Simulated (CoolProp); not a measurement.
Vapour pressure (MPa) of p-xylene: the reference equation beside estimates from Tc = 616.2 K, pc = 3.532 MPa, ω = 0.324.

The numbers come from the reference Helmholtz-energy equation of state, Zhou 2012 in CoolProp.

```
T (K)  reference  van der Waals  Redlich-Kwong  Soave-Redlich-Kwong  Peng-Robinson
-----  ---------  -------------  -------------  -------------------  -------------
360.4    0.02051         0.2644        0.05505              0.01972              ?
365.9    0.02499         0.2889        0.06482                    ?        0.02482
371.4    0.03024         0.3150        0.07587              0.02928        0.03003
376.9          ?         0.3426        0.08830              0.03532        0.03609
382.4    0.04342         0.3718         0.1022              0.04233        0.04312
387.9    0.05157         0.4026         0.1177              0.05043        0.05121
393.4    0.06089         0.4352         0.1349              0.05973        0.06048
398.9    0.07150         0.4694         0.1539              0.07036        0.07106
404.4    0.08355         0.5054         0.1749              0.08244        0.08306
409.9    0.09714         0.5431         0.1979              0.09612        0.09662
415.4     0.1124         0.5827         0.2230               0.1115         0.1119
420.8     0.1292         0.6234         0.2498               0.1285         0.1287
426.3     0.1482         0.6667         0.2795               0.1478         0.1477
431.8     0.1694         0.7120         0.3117               0.1693         0.1689
```

Task: Some entries are withheld; supply them.

Result: 
- 360.4, Peng-Robinson: 0.02038
- 365.9, Soave-Redlich-Kwong: 0.02412
- 376.9, reference: 0.03635

Absolute difference from the reference over all 14 rows, mean and median: van der Waals 648.0 and 585.6 %, Redlich-Kwong 121.4 and 118.4 %, Soave-Redlich-Kwong 1.8 and 1.7 %, Peng-Robinson 0.6 and 0.6 %.
